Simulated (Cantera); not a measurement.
# Carbon deposition, reforming and gasification: C3H6 + O2 + H2

A closed system holds: 1 mol C3H6, 0.3 mol O2, 3.1 mol H2, equilibrated at 27.0 bar.

Method: chemical equilibrium by Gibbs-energy minimisation in Cantera with the NASA 1993 tables (ideal gas, pure condensed phases). Candidate condensed phases: C, C6H6, C7H8, C8H18, H2O; 131 gas species. Ions and electrons are included (thermal ionisation). Rates play no part.

From 2000 K to 3250 K the condensed part is C(graphite). From 3500 K to 5000 K nothing is condensed. The main C-bearing gas is CO at 2000 K and C2H at 5000 K.

| T (K) | x H2 | x H | x C2H2 (acetylene) | x CO | x C2H | x C | x C3 | x C2 | x C4H2 | n C(graphite) |
|---|---|---|---|---|---|---|---|---|---|---|
| 2000 | 0.899 | 0.000297 | 0.000691 | 0.0901 | 4.27e-9 | 1.13e-12 | 1.03e-12 | <1e-12 | 2.13e-7 | 2.33 |
| 2250 | 0.900 | 0.00136 | 0.00301 | 0.0899 | 1.80e-7 | 1.35e-10 | 2.41e-10 | 2.12e-11 | 4.12e-6 | 2.32 |
| 2500 | 0.892 | 0.00457 | 0.00965 | 0.0896 | 3.55e-6 | 6.16e-9 | 1.84e-8 | 1.70e-9 | 4.31e-5 | 2.24 |
| 2750 | 0.871 | 0.0123 | 0.0245 | 0.0892 | 4.01e-5 | 1.40e-7 | 6.25e-7 | 6.04e-8 | 0.000287 | 2.04 |
| 3000 | 0.828 | 0.0276 | 0.0515 | 0.0885 | 0.000296 | 1.88e-6 | 1.16e-5 | 1.17e-6 | 0.00134 | 1.64 |
| 3250 | 0.757 | 0.0538 | 0.0919 | 0.0872 | 0.00156 | 1.68e-5 | 0.000134 | 1.43e-5 | 0.00465 | 0.940 |
| 3500 | 0.665 | 0.0927 | 0.134 | 0.0852 | 0.00587 | 0.000107 | 0.000983 | 0.000114 | 0.0112 | 0 |
| 3750 | 0.615 | 0.151 | 0.121 | 0.0820 | 0.0119 | 0.000418 | 0.00274 | 0.000430 | 0.00987 | 0 |
| 4000 | 0.550 | 0.228 | 0.101 | 0.0776 | 0.0205 | 0.00135 | 0.00623 | 0.00131 | 0.00768 | 0 |
| 4250 | 0.474 | 0.318 | 0.0759 | 0.0722 | 0.0297 | 0.00363 | 0.0114 | 0.00322 | 0.00497 | 0 |
| 4500 | 0.391 | 0.416 | 0.0497 | 0.0663 | 0.0359 | 0.00831 | 0.0164 | 0.00642 | 0.00256 | 0 |
| 4750 | 0.308 | 0.512 | 0.0284 | 0.0605 | 0.0368 | 0.0165 | 0.0193 | 0.0106 | 0.00106 | 0 |
| 5000 | 0.231 | 0.595 | 0.0145 | 0.0555 | 0.0326 | 0.0289 | 0.0190 | 0.0150 | 0.000359 | 0 |
x: gas mole fraction; n: condensed amount in mol.
